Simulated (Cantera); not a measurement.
An isothermal, constant-pressure homogeneous reactor starts with CH4 : H2O = 1 : 1.3 (molar parts), at 1625 K and 0.560 bar.

Model: GRI-Mech 3.0 (53 species, 325 reactions), integrated in Cantera.

Predict: x(CH4) at 2.00 s; x(H2O) at 2.00 s; x(H2) at 2.00 s; x(C2H4) at 2.00 s; x(H) at 2.00 s.


* **x(CH4) at 2.00 s**: 0.0266 (gas-phase equilibrium 4.21e-7)
* **x(H2O) at 2.00 s**: 0.206 (gas-phase equilibrium 0.0632)
* **x(H2) at 2.00 s**: 0.578 (gas-phase equilibrium 0.704)
* **x(C2H4) at 2.00 s**: 0.00159 (gas-phase equilibrium <1e-12)
* **x(H) at 2.00 s**: 7.24e-5 (gas-phase equilibrium 7.97e-5)
